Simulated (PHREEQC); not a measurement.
Synthetic water in mg/kgw, 25 °C, pH 6.53, pe 11.9:

```csv
constituent,mg/kgw
Na,20.9
K,127
Ca,13.3
Mg,1.89
Cl,101
S(6) as SO4,28.9
Alkalinity as HCO3,101
Cu(2),8.52
```

Cl is adjusted to close the charge balance.
Valence states are taken as typed.

All values are PHREEQC results (ion-association model, wateq4f.dat), not measurements.

| quantity | before | after |
|---|---|---|
| CO2 (mol/kgw) | 0.000927 | 0.00177 |
| SI of Cu(OH)2 (Cu(OH)2) | -0.02 | +0.09 |
| SI of Atacamite (Cu2(OH)3Cl) | +0.81 | +1.32 |

### Question
Name the change that produced these shifts.
(A) temperature from 25 to 10 °C at the same typed pH
(B) pH from 6.53 to 6.03 at the same alkalinity
(C) Mg from 1.89 to 0.945 mg/kgw
(D) all concentrations times 2 at the same typed pH

### Answer
D, all concentrations times 2 at the same typed pH

Precipitation was switched off in this run. Some of these states are supersaturated (in Malachite, Brochantite, Atacamite, for instance).
